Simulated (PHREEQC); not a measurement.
**Acid mine or pickling water: an equilibrium model**

Synthetic water in mg/L, 15 °C, pH 2.89, pe 12.4: Na 24; K 36.5; Ca 41.8; Mg 17.7; Cl 10.1; S(6) as SO4 366; Si as SiO2 0.906; Al 0.0482; F 0.15; Zn 1.53.

Na is adjusted to close the charge balance.
Valence states are taken as typed.

All values are PHREEQC results (ion-association model, phreeqc.dat), not measurements.

Each row changes one thing in this solution. Precipitation was switched off in this run.

```tsv
case	ionic strength (mol/kgw)	SO4-2 (mol/kgw)	Ca+2 (mol/kgw)	Mg+2 (mol/kgw)	HSO4- (mol/kgw)	CaSO4 (mol/kgw)	SI of Quartz (SiO2)	SI of Gypsum (CaSO4:2H2O)
as made	0.0116	0.00320	0.000850	0.000583	0.000237	0.000192	-0.69	-1.35
Al from 0.0482 to 0.145 mg/L	0.0116	0.00320	0.000850	0.000583	0.000237	0.000192	-0.69	-1.35
Mg from 17.7 to 8.85 mg/L	0.0115	0.00326	[?]	0.000291	0.000242	[?]	-0.69	-1.34
all concentrations times 4 at the same typed pH	0.0423	0.0117	0.00284	0.00192	[?]	[?]	-0.08	-0.51
```

Task: Fill in the missing entries.

Result: 
- Mg from 17.7 to 8.85 mg/L, Ca+2 (mol/kgw): 0.000846
- Mg from 17.7 to 8.85 mg/L, CaSO4 (mol/kgw): 0.000195
- all concentrations times 4 at the same typed pH, HSO4- (mol/kgw): 0.000700
- all concentrations times 4 at the same typed pH, CaSO4 (mol/kgw): 0.00133

Species that the database lacks are ignored. SiF6-2 is the database's only silicon fluoride. Fluoro complexes past AlF4- and FeF3 are missing from the database.
